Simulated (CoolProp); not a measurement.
A Linde-Hampson liquefier for methane: isothermal reversible compression at 280 K from 1 atm to 10 MPa, throttling to 1 atm, return gas leaving the recuperator 10 K below the feed. Each further row changes one setting.

Computed with CoolProp (reference Helmholtz-energy equation of state, Setzmann 1991).

```json
[
 {"case": "as stated", "liquid yield per pass": "___", "compression work (kJ/kg of gas)": "636"},
 {"case": "high pressure 20 MPa", "liquid yield per pass": "___", "compression work (kJ/kg of gas)": "___"},
 {"case": "warm-end temperature 310 K", "liquid yield per pass": "___", "compression work (kJ/kg of gas)": "___"},
 {"case": "warm-end gap 15 K", "liquid yield per pass": "___", "compression work (kJ/kg of gas)": "636"}
]
```

Question: Complete the blanks.

Answer: 
- as stated, liquid yield per pass: 0.112
- high pressure 20 MPa, liquid yield per pass: 0.219
- high pressure 20 MPa, compression work (kJ/kg of gas): 714
- warm-end temperature 310 K, liquid yield per pass: 0.076
- warm-end temperature 310 K, compression work (kJ/kg of gas): 716
- warm-end gap 15 K, liquid yield per pass: 0.101
